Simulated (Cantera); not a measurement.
A perfectly stirred reactor is fed with CH4 : H2O = 1 : 2.1 (molar parts), at 760 Torr; it is held at 1698 K, and followed from long to short residence time.

Cantera simulation using GRI-Mech 3.0 (53 species, 325 reactions); the numbers are that mechanism's predictions, not measurements.

x: mole fraction; the columns are a selection and need not sum to one.

| τ (s) | x CH4 | x H2O | x H | x CH2O | x C2H6 | x OH | x C2H2 |
|---|---|---|---|---|---|---|---|
| 0.57 | 0.0388 | 0.351 | ? | 1.10e-6 | 1.35e-5 | 3.71e-6 | 0.0396 |
| 0.24 | 0.0537 | 0.411 | ? | 2.04e-6 | 2.84e-5 | 4.52e-6 | 0.0536 |
| 0.10 | 0.0745 | 0.471 | ? | 3.76e-6 | 6.06e-5 | 5.39e-6 | 0.0637 |
| 0.042 | 0.103 | 0.524 | ? | 6.62e-6 | 0.000128 | 6.19e-6 | 0.0659 |
| 0.018 | 0.140 | 0.566 | ? | 1.10e-5 | 0.000258 | 6.88e-6 | 0.0590 |
| 0.0074 | 0.186 | 0.602 | ? | 1.77e-5 | 0.000502 | 7.58e-6 | 0.0445 |
| 0.0031 | 0.231 | 0.631 | ? | 2.61e-5 | 0.000864 | 8.26e-6 | 0.0274 |
| 0.0013 | 0.269 | 0.654 | ? | 3.34e-5 | 0.00126 | 8.79e-6 | 0.0125 |

### Question
Some entries are withheld; supply them.

### Answer

- 0.57, x H: 9.51e-5
- 0.24, x H: 8.71e-5
- 0.10, x H: 7.69e-5
- 0.042, x H: 6.53e-5
- 0.018, x H: 5.31e-5
- 0.0074, x H: 4.02e-5
- 0.0031, x H: 2.81e-5
- 0.0013, x H: 1.74e-5
